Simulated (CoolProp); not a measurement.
The numbers come from the reference Helmholtz-energy equation of state, Lemmon 2005 in CoolProp.

Question: Give the vapour pressure (MPa), vapour density (kg/m³), vapour viscosity (µPa s) of saturated R125 at -73.15 °C.

Answer: 
```json
[
 {"T (°C)": "-73.15", "p (MPa)": "0.0246", "vapour density (kg/m³)": "1.80", "vapour viscosity (µPa s)": "8.63"}
]
```

Viscosity comes from a separate model (Huber 2006).
